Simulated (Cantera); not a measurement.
A diamond (100) surface in a fixed gas of H2 with x(CH4) = 0.0042, x(H) = 0.00063, at 1325 K, 0.247 atm; coverages are run to steady state.

Computed with Cantera and the Harris–Goodwin 1993 mechanism for the reconstructed diamond (100) surface.

θ: site fractions in the mechanism's names (c6HH fully hydrogenated, c6H* and c6*H radical sites, c6** diradical, c6HM methylated).

```tsv
x(CH3)	growth (µm/h)	θ c6HH	θ c6H*	θ c6*H	θ c6**	θ c6HM
1e-06	0.0243	0.449	0.0469	0.481	0.0234	5.44e-6
2.7e-06	0.0656	0.449	0.0469	0.481	0.0234	1.47e-5
7.5e-06	___	0.449	0.0469	0.481	0.0234	___
2e-05	0.484	0.449	0.0469	0.480	0.0233	0.000109
5.6e-05	1.35	0.449	0.0468	0.480	0.0231	0.000304
0.00015	3.56	0.448	0.0467	0.479	0.0227	0.000809
0.00042	9.55	0.446	0.0465	0.477	0.0216	0.00223
0.0011	___	0.443	0.0459	0.471	___	___
0.0031	51.1	0.433	0.0446	0.458	0.0145	0.0146
```

Problem. Some entries are withheld; supply them.

Solution. 
- 7.5e-06, growth (µm/h): 0.182
- 7.5e-06, θ c6HM: 4.08e-5
- 0.0011, growth (µm/h): 22.7
- 0.0011, θ c6**: 0.0192
- 0.0011, θ c6HM: 0.00562
